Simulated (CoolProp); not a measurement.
Ethylbenzene at several states: fugacity coefficient from the reference equation and from simpler models built on Tc = 344.0 °C, pc = 3622 kPa, ω = 0.304; each cubic takes its own stable root.

Values from CoolProp's reference Helmholtz-energy equation of state, Zhou 2012.

```csv
T (°C),p (kPa),phase,reference,van der Waals,Redlich-Kwong,Soave-Redlich-Kwong,Peng-Robinson
-26.35,17,liquid,0.001890,[?],0.01184,0.001898,0.002321
309.05,1300,gas,0.8471,0.8780,0.8583,[?],0.8417
24.95,32.9,liquid,0.03876,0.9859,[?],0.03787,0.04172
62.55,19.8,liquid,0.4148,0.9935,0.9902,0.4069,[?]
```

What belongs in the gaps?


- -26.35, van der Waals: 0.9891
- 309.05, Soave-Redlich-Kwong: 0.8539
- 24.95, Redlich-Kwong: 0.1519
- 62.55, Peng-Robinson: 0.4284

At some of these states van der Waals, Redlich-Kwong gives the other phase, because its saturation line lies elsewhere.
